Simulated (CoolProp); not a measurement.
Properties of ethane along the isobar 3.91 MPa (Tc = 32.2 °C, pc = 4.872 MPa, ω = 0.099).

The numbers come from the reference Helmholtz-energy equation of state, Bücker 2006 in CoolProp.

| T (°C) | phase | Z | cv (kJ/(kg K)) | isothermal compressibility (1/MPa) | conductivity (mW/(m K)) | fugacity coefficient |
|---|---|---|---|---|---|---|
| -33.35 | liquid | 0.1248 | 1.507 | 0.004539 | 122 | 0.2326 |
| -14.15 | liquid | 0.1243 | 1.557 | 0.007587 | 106 | 0.3708 |
| 5.05 | liquid | 0.1282 | 1.631 | 0.01647 | 89.8 | 0.5395 |
| 24.25 | gas | 0.5588 | 1.835 | 0.6960 | 34.2 | 0.7093 |
| 43.45 | gas | 0.6969 | 1.719 | 0.4061 | 30.2 | 0.7653 |
| 62.65 | gas | 0.7679 | 1.740 | 0.3471 | 31.0 | 0.8064 |
| 81.75 | gas | 0.8152 | 1.790 | 0.3197 | 32.8 | 0.8384 |
| 100.95 | gas | 0.8499 | 1.853 | 0.3034 | 35.1 | 0.8642 |
| 120.15 | gas | 0.8764 | 1.923 | 0.2926 | 37.7 | 0.8854 |
| 139.35 | gas | 0.8974 | 1.996 | 0.2850 | 40.5 | 0.9028 |
| 158.55 | gas | 0.9142 | 2.071 | 0.2793 | 43.5 | 0.9174 |
| 177.75 | gas | 0.9280 | 2.147 | 0.2749 | 46.7 | 0.9297 |
| 196.95 | gas | 0.9395 | 2.222 | 0.2715 | 50.0 | 0.9402 |
| 216.15 | gas | 0.9490 | 2.297 | 0.2687 | 53.4 | 0.9491 |

Thermal conductivity comes from a separate model (Friend 1991).
